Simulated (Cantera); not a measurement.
Charge: 1 mol SiH4, 0.031 mol HCl, 300 mol H2, equilibrated at 1673 K and 6.98 Torr.

Cantera equilibrium calculation (NASA polynomials, part measured and part estimated; ideal gas, pure solids and liquids). Candidate condensed phases: Si; 19 gas species. Gases not in the tables: Si2H6 and higher silanes. Kinetics and transport are ignored.

Base state: H2 0.999, H 0.00118, HCl 0.000102, Si 4.49e-5, SiH2 1.10e-5 (mole fractions); condensed: Si(s).

Problem. What changes in the equilibrium state with this change: temperature from 1673 K to 1750 K?

Solution. 
```json
[
 {"species": "H2", "before": "0.999", "after": "0.997"},
 {"species": "H", "before": "0.00118", "after": "0.00241"},
 {"species": "Si", "before": "4.49e-5", "after": "0.000161"},
 {"species": "SiH", "before": "7.32e-6", "after": "2.06e-5"},
 {"species": "SiH2", "before": "1.10e-5", "after": "2.08e-5"},
 {"species": "Si(s), mol", "before": "0.981", "after": "0"},
 {"species": "Si(l), mol", "before": "0", "after": "0.938"}
]
```

Problem. What changes in the equilibrium state with this change: temperature from 1673 K to 1823 K?

Solution. 
| species | before | after |
|---|---|---|
| H2 | 0.999 | 0.995 |
| H | 0.00118 | 0.00448 |
| Si | 4.49e-5 | 0.000475 |
| SiH | 7.32e-6 | 4.89e-5 |
| SiH2 | 1.10e-5 | 3.49e-5 |
| HCl | 0.000102 | 0.000102 |
| Si(s), mol | 0.981 | 0 |
| Si(l), mol | 0 | 0.828 |
